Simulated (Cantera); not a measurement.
## Premixed flame

A freely propagating, adiabatic, planar premixed flame of H₂ : O₂ : N₂ = 1 : 0.417 : 1.57 (molar parts), unburnt at 500 K and 500000 Pa; multicomponent+Soret transport, grid criteria slope 0.08 and curve 0.16, no radiation.

Cantera simulation using the H2/O2 subset of GRI-Mech 3.0, which has no nitrogen chemistry; the numbers are that mechanism's predictions, not measurements. The hydrogen kinetics of GRI-Mech 3.0 are dated; newer H2 mechanisms differ, most at raised pressure. Burning velocities carry a grid error of a few per cent, more on coarse grids.

| z (mm) | T (K) | u (m/s) | x H₂ | x O₂ | x H₂O | x O | x H | x HO₂ |
|---|---|---|---|---|---|---|---|---|
| -0.157 | 500 | 5.48 | 0.335 | 0.140 | <1e-8 | <1e-8 | <1e-8 | <1e-8 |
| -0.105 | 500 | 5.48 | 0.335 | 0.140 | 4.32e-8 | <1e-8 | <1e-8 | <1e-8 |
| -0.0786 | 500 | 5.47 | 0.334 | 0.140 | 5.66e-7 | <1e-8 | <1e-8 | 6.54e-8 |
| -0.0524 | 501 | 5.46 | 0.332 | 0.140 | 1.11e-5 | 4.82e-8 | <1e-8 | 1.64e-6 |
| -0.0262 | 540 | 5.66 | 0.301 | 0.146 | 0.00185 | 6.38e-6 | 1.66e-5 | 0.000377 |
| -0.0131 | 846 | 8.52 | 0.253 | 0.139 | 0.0307 | 0.000291 | 0.00254 | 0.000891 |
| 0 | 1337 | 13.2 | 0.180 | 0.100 | 0.113 | 0.00285 | 0.0180 | 0.000377 |
| 0.0131 | 1681 | 16.5 | 0.112 | 0.0507 | 0.202 | 0.00591 | 0.0349 | 0.000163 |
| 0.0262 | 1867 | 18.2 | 0.0800 | 0.0246 | 0.247 | 0.00654 | 0.0393 | 7.13e-5 |
| 0.0524 | 2047 | 19.9 | 0.0678 | 0.0116 | 0.273 | 0.00558 | 0.0334 | 2.93e-5 |
| 0.105 | 2209 | 21.2 | 0.0654 | 0.00724 | 0.286 | 0.00364 | 0.0233 | 1.54e-5 |
| 0.210 | 2342 | 22.3 | 0.0628 | 0.00428 | 0.299 | 0.00198 | 0.0150 | 7.72e-6 |
| 0.419 | 2437 | 23.0 | 0.0601 | 0.00224 | 0.309 | 0.000958 | 0.00932 | 3.47e-6 |
x: mole fraction of selected species; z is measured from the peak of heat release.

```json
{
  "laminar_burning_velocity": "548 cm/s",
  "thermal_thickness": "0.0524 mm",
  "peak x(O)": "0.00655",
  "peak x(H)": "0.0393",
  "peak x(HO₂)": "0.00107",
  "grid_points": "109"
}
```
